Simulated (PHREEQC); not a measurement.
# Metal-bearing waste water (model solution)

Consider water at 25 °C with 7.8 mmol/kgw Pb(NO3)2, 0.1 mmol/kgw NaF and 0.098 mmol/kgw Na2SO4. It is in equilibrium with CO2 at log p = -1 (atm). Otherwise closed; pH follows from the charge balance.

The numbers come from PHREEQC with the ion-association model, wateq4f.dat.

Precipitation was switched off in this run.

Problem. What pH, ionic strength does the model give?

Solution. pH 4.12; ionic strength 0.0218 mol/kgw.

Problem. In which forms is F present?

Solution. F- 86 %, HF 8.5 %, PbF+ 5.8 % of the F.

Saturation is exceeded, for instance for Anglesite; the values hold only as long as no solid forms. Species that the database lacks are ignored.
